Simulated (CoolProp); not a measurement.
Model: reference Helmholtz-energy equation of state, Thol 2016, in CoolProp.

Q: For hexamethyldisiloxane (MM), give the phase and the density (kg/m³), cp (kJ/(kg K)), Joule-Thomson coefficient (K/MPa), isothermal compressibility (1/MPa) at 346.85 °C and 14.9 bar.

A: 
- 346.85 °C and 14.9 bar: gas; density 55.0, cp 2.36, Joule-Thomson coefficient 6.12, isothermal compressibility 0.785
